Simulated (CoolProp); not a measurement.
A single-stage vapour-compression cycle with R236EA: evaporating at 300.15 K (dew point), condensing at 324.15 K (bubble point), superheat 8 K, subcooling 0 K, compressor efficiency 0.65, no pressure losses. Each further row changes one setting.

Values from CoolProp's reference Helmholtz-energy equation of state, Rui 2013.

```json
[
 {"case": "as stated", "cooling COP": "7.19", "pressure ratio": "2.12", "discharge temperature (K)": "332.7", "refrigerating effect (kJ/kg)": "131", "volumetric capacity (kJ/m³)": "1840"},
 {"case": "evaporating temperature 305.15 K", "cooling COP": "9.47", "pressure ratio": "1.80", "discharge temperature (K)": "332.4", "refrigerating effect (kJ/kg)": "135", "volumetric capacity (kJ/m³)": "2220"},
 {"case": "condensing temperature 319.15 K", "cooling COP": "9.36", "pressure ratio": "1.84", "discharge temperature (K)": "327.8", "refrigerating effect (kJ/kg)": "137", "volumetric capacity (kJ/m³)": "1930"},
 {"case": "subcooling 5 K", "cooling COP": "7.55", "pressure ratio": "2.12", "discharge temperature (K)": "332.7", "refrigerating effect (kJ/kg)": "137", "volumetric capacity (kJ/m³)": "1930"},
 {"case": "superheat 18 K", "cooling COP": "7.37", "pressure ratio": "2.12", "discharge temperature (K)": "342.8", "refrigerating effect (kJ/kg)": "140", "volumetric capacity (kJ/m³)": "1890"},
 {"case": "compressor efficiency 0.55", "cooling COP": "6.09", "pressure ratio": "2.12", "discharge temperature (K)": "336.1", "refrigerating effect (kJ/kg)": "131", "volumetric capacity (kJ/m³)": "1840"}
]
```
